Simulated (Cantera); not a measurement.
Feed: 1 mol CaCO3, 0.065 mol H2, 0.2 mol H2O, equilibrated at 727 °C and 0.000170 bar.

These are equilibrium values from Cantera (NASA tables, ideal gas, pure condensed phases), not measurements of a reactor. Candidate condensed phases: C, C6H6, C7H8, C8H18, Ca, CaCO3, CaO, Ca(OH)2, H2O; 115 gas species. Equilibrium is a limit: real reactors are often held back by kinetics, nucleation or transport.

Base state: CO2 0.753, H2O 0.196, CO 0.0374, H2 0.0140 (mole fractions); condensed: CaO(s).

### Question
What changes in the equilibrium state with this change: pressure from 0.000170 bar to 5.30 bar?

### Answer
```tsv
species	before	after
H2O	0.196	0.748
H2	0.0140	0.240
CO2	0.753	0.0104
CO	0.0374	0.00231
CH4	<1e-9	4.52e-5
CaO(s), mol	1.00	0.00341
CaCO3(calcite), mol	0	0.997
```
